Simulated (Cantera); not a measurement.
**Boron, boron nitride and boron oxide: B₂H₆ + N₂**

Feed: 1 mol B₂H₆, a varied amount of N₂, at 1323.15 K and 20.0 mbar.

Cantera equilibrium calculation (NASA polynomials, part measured and part estimated; ideal gas, pure solids and liquids). Candidate condensed phases: B, BN; 15 gas species. The feed counts by its element totals alone. N₂ is the only nitrogen source here; it is nearly inert below about 1500 K, so the nitride shown seldom forms there in practice. Mutual solubility and eutectic melting of coexisting phases are not modelled. The numbers say what is thermodynamically allowed, not how fast it happens.

```
n(N₂) (mol)   x H₂     x N₂      x H     x BH₂     x NH₃     x BH₃  n B(s)  n BN(s)
-----------  -----  -------  -------  --------  --------  --------  ------  -------
0.23         1.000  1.28e-9  1.12e-5   1.24e-6  8.12e-11   3.29e-7    1.54    0.460
0.33         1.000  1.28e-9  1.12e-5   1.24e-6  8.12e-11   3.29e-7    1.34    0.660
0.47         1.000  1.28e-9  1.12e-5   1.24e-6  8.12e-11   3.29e-7    1.06    0.940
0.68         1.000  1.28e-9  1.12e-5   1.24e-6  8.12e-11   3.29e-7   0.640     1.36
0.98         1.000  1.28e-9  1.12e-5   1.24e-6  8.12e-11   3.29e-7  0.0400     1.96
1.4          0.882    0.118  1.06e-5  1.14e-10   6.44e-7  2.85e-11       0     2.00
2            0.750    0.250  9.73e-6  6.65e-11   7.36e-7  1.53e-11       0     2.00
2.9          0.612    0.388  8.79e-6  4.36e-11   6.76e-7  9.08e-12       0     2.00
4.2          0.484    0.516  7.82e-6  2.98e-11   5.48e-7  5.53e-12       0     2.00
```
x: gas mole fraction; n: condensed amount in mol.

From 0.23 mol N₂ to 0.98 mol N₂ the condensed part is B(s) + BN(s). From 1.4 mol N₂ to 4.2 mol N₂ the condensed part is BN(s).
